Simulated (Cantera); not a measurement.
Thermodynamics of boron, boron nitride and boron oxide, feed B2H6 + N2 + H2O

Feed: 1 mol B2H6, 0.47 mol N2, a varied amount of H2O, equilibrated at 13.3 mbar.

Equilibrium computed with Cantera from the NASA thermochemical tables; the gas is ideal and each condensed phase is pure. Candidate condensed phases: B, BN, B2O3, B3O3H3, H2O; 39 gas species. The feed counts by its element totals alone. Mutual solubility and eutectic melting of coexisting phases are not modelled. Kinetics and transport are ignored.

Stable condensed phases:

```
T in K \ n(H2O) in mol
         0.055 0.084  0.13  0.19   0.3  0.45  0.68     1   1.6   2.4   3.7   5.5   8.4
   2398      A     A     A     A     A     A     A     A     A     B     B     B     B
   2348      A     A     A     A     A     A     A     A     A     B     B     B     B
   2298      A     A     A     A     A     A     A     A     A     B     B     B     B
   2248      A     A     A     A     A     A     A     A     A     B     B     B     B
   2198      A     A     A     A     A     A     A     A     A     B     B     B     B
   2148      C     C     C     C     C     C     C     C     C     B     B     B     B
   2098      C     C     C     C     C     C     C     C     D     B     B     B     B
   2048      C     C     C     C     C     C     C     C     D     B     B     B     B
   1998      C     C     C     C     C     C     C     C     D     B     B     B     B
   1948      C     C     C     C     C     C     C     C     D     B     B     B     B
```

A: B; B: gas only; C: B + BN; D: BN.
